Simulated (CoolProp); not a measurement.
Vapour-liquid equilibrium of methanol (1) + ethanol (2) at 2.56 MPa; x and y are mole fractions of (1).

The numbers come from the multi-fluid Helmholtz-energy mixture model, de Reuck 1993 and Schroeder 2014; pair parameters Bell 2016 in CoolProp.

```json
[
 {"x": "0.05", "bubble temperature (K)": "464.6", "y at the bubble point": "0.061", "dew temperature at overall composition x (K)": "464.8", "liquid density (mol/L)": "12.66"},
 {"x": "0.15", "bubble temperature (K)": "463.0", "y at the bubble point": "0.178", "dew temperature at overall composition x (K)": "463.4", "liquid density (mol/L)": "13.15"},
 {"x": "0.25", "bubble temperature (K)": "461.5", "y at the bubble point": "0.289", "dew temperature at overall composition x (K)": "462.0", "liquid density (mol/L)": "13.66"},
 {"x": "0.35", "bubble temperature (K)": "460.0", "y at the bubble point": "0.395", "dew temperature at overall composition x (K)": "460.7", "liquid density (mol/L)": "14.20"},
 {"x": "0.45", "bubble temperature (K)": "458.6", "y at the bubble point": "0.499", "dew temperature at overall composition x (K)": "459.3", "liquid density (mol/L)": "14.78"},
 {"x": "0.55", "bubble temperature (K)": "457.1", "y at the bubble point": "0.599", "dew temperature at overall composition x (K)": "457.9", "liquid density (mol/L)": "15.40"},
 {"x": "0.65", "bubble temperature (K)": "455.7", "y at the bubble point": "0.695", "dew temperature at overall composition x (K)": "456.4", "liquid density (mol/L)": "16.05"},
 {"x": "0.75", "bubble temperature (K)": "454.2", "y at the bubble point": "0.788", "dew temperature at overall composition x (K)": "454.8", "liquid density (mol/L)": "16.75"},
 {"x": "0.85", "bubble temperature (K)": "452.7", "y at the bubble point": "0.877", "dew temperature at overall composition x (K)": "453.2", "liquid density (mol/L)": "17.50"},
 {"x": "0.95", "bubble temperature (K)": "451.1", "y at the bubble point": "0.960", "dew temperature at overall composition x (K)": "451.3", "liquid density (mol/L)": "18.30"}
]
```

No azeotrope shows between x = 0.05 and 0.95.

Pair parameters are fitted to limited data, so mixtures are less certain than the pure fluids.
